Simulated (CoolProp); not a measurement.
Model: reference Helmholtz-energy equation of state, Jacobsen 1992, in CoolProp.

Q: For R11, give the phase and the Prandtl number at 239.8 K and 101 kPa; 323.5 K and 101 kPa; 344.4 K and 101 kPa.

A: 
- 239.8 K and 101 kPa: liquid; Prandtl number 6.92
- 323.5 K and 101 kPa: gas; Prandtl number 0.712
- 344.4 K and 101 kPa: gas; Prandtl number 0.707

Viscosity comes from a separate model (Klein 1997), an estimate that may be off by 10 % or more. Thermal conductivity comes from a separate model (McLinden 2000), an estimate that may be off by 10 % or more.
